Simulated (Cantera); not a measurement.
Input (Python, Cantera):

```python
import numpy as np
import cantera as ct

gas = ct.Solution("gri30.yaml")
gas.TPX = 975, 1000000, {'CO': 0.0092, 'O2': 0.046, 'H2O': 0.00015, 'N2': 1}
reactor = ct.IdealGasConstPressureReactor(gas, energy="off", clone=False)
net = ct.ReactorNet([reactor])
net.rtol, net.atol = 1e-08, 1e-18
show = ['CO', 'O2', 'H2O', 'O', 'NO', 'OH']
times = np.geomspace(0.0001, 7, 9)

steps = ct.SolutionArray(gas, extra=["t"])
rows = []
print(f"{'t/s':>10s}{'T/K':>9s}{'P/Pa':>11s}" + "".join(f"{s:>11s}" for s in show))
for t in times:
    while net.time < t:
        t_next = net.step()
        steps.append(gas.state, t=t_next)
    rows.append([np.interp(t, steps.t, y) for y in (steps.T, steps.P, *steps(*show).X.T)])
    print(f"{t:10.3e}{rows[-1][0]:9.1f}{rows[-1][1]:11.4g}" + "".join(f"{x:11.3e}" for x in rows[-1][2:]))
rate = np.gradient(steps.T, steps.t)
print("integrator steps:", len(steps.t))
if steps.T.max() > steps.T[0] + 200:
    print(f"time of steepest temperature rise: {steps.t[rate.argmax()]:.4e} s")
gas.TPX = 975, 1000000, {'CO': 0.0092, 'O2': 0.046, 'H2O': 0.00015, 'N2': 1}
gas.equilibrate("TP")
print(f"equilibrium (TP): T = {gas.T:.1f} K  " + "  ".join(f"{s} {gas[s].X[0]:.3e}" for s in show))
```

It prints:

```
       t/s      T/K       P/Pa         CO         O2        H2O          O         NO         OH
 1.000e-04    975.0      1e+06  8.717e-03  4.359e-02  1.421e-04  1.823e-10  2.856e-21  6.836e-14
 4.033e-04    975.0      1e+06  8.717e-03  4.359e-02  1.421e-04  4.217e-10  3.404e-20  1.900e-13
 1.627e-03    975.0      1e+06  8.717e-03  4.359e-02  1.421e-04  5.046e-10  2.962e-19  4.069e-13
 6.560e-03    975.0      1e+06  8.717e-03  4.359e-02  1.421e-04  5.073e-10  2.819e-18  1.181e-12
 2.646e-02    975.0      1e+06  8.717e-03  4.359e-02  1.421e-04  5.168e-10  3.760e-17  4.337e-12
 1.067e-01    975.0      1e+06  8.717e-03  4.359e-02  1.421e-04  5.567e-10  5.946e-16  1.761e-11
 4.304e-01    975.0      1e+06  8.708e-03  4.358e-02  1.421e-04  7.350e-10  7.306e-15  7.758e-11
 1.736e+00    975.0      1e+06  8.595e-03  4.353e-02  1.421e-04  1.240e-09  4.661e-14  2.532e-10
 7.000e+00    975.0      1e+06  7.933e-03  4.321e-02  1.421e-04  1.328e-09  6.078e-13  2.877e-10
integrator steps: 339
equilibrium (TP): T = 975.0 K  CO 3.576e-13  O2 3.939e-02  H2O 1.428e-04  O 4.558e-12  NO 1.130e-05  OH 9.771e-10
```

Detailed kinetics in Cantera: GRI-Mech 3.0 (53 species, 325 reactions).
